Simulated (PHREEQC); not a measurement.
Solution (44 °C): 17 mmol/kgw KOH, 170 mmol/kgw Al(NO3)3 and 0.11 mmol/kgw CuSO4. Closed to the air; pH follows from the charge balance.

The numbers come from PHREEQC with the ion-association model, phreeqc.dat.

No solid was allowed to form.

Question: What pH, density does the model give?

Answer: pH 3.91; density 1.018 g/cm³.

Question: In which forms is S present?

Answer: AlSO4+ 90 %, SO4-2 9.5 % of the S.

Examples of supersaturated solids here: Al(OH)3(a), Gibbsite (slow to form). Others may be too. Caution: at this ionic strength the ion-association model is outside its range; a Pitzer model would be the better tool where its parameters exist. Species that the database lacks are ignored. Away from 25 °C the constants follow the database's enthalpies or fits; those with neither stay at their 25 °C values.
